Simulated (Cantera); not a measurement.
Feed: 1 mol Zr, 1.5 mol N₂, 9.2 mol H₂, held at 2448 K and 0.0743 Torr.

Method: chemical equilibrium by Gibbs-energy minimisation in Cantera with the NASA 1993 tables (ideal gas, pure condensed phases). Candidate condensed phases: Zr, ZrN; 11 gas species. ZrN: taken at fixed stoichiometry. The numbers say what is thermodynamically allowed, not how fast it happens.

Task: What is the equilibrium state?

Result: 
| Item | Result |
|---|---|
| x(H) | 0.780 |
| x(H₂) | 0.152 |
| x(N₂) | 0.0621 |
| x(Zr) | 0.00652 |
| x(N) | 4.48e-6 |
| n(ZrN(s)) | 0.889 mol |
| gas amount | 16.99 mol |
| log10 activity of Zr(l) (absent) | -0.38 |
